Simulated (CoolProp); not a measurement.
Values from CoolProp's reference Helmholtz-energy equation of state, Setzmann 1991.

Task: For methane, give the phase and the cv (kJ/(kg K)), Joule-Thomson coefficient (K/MPa), conductivity (mW/(m K)) at 210.9 K and 0.23 bar; 210.9 K and 0.409 bar; 210.9 K and 0.727 bar.

Result: 
- 210.9 K and 0.23 bar: gas; cv 1.58, Joule-Thomson coefficient 8.44, conductivity 23.0
- 210.9 K and 0.409 bar: gas; cv 1.58, Joule-Thomson coefficient 8.44, conductivity 23.0
- 210.9 K and 0.727 bar: gas; cv 1.58, Joule-Thomson coefficient 8.45, conductivity 23.0

Thermal conductivity comes from a separate model (Friend 1989).
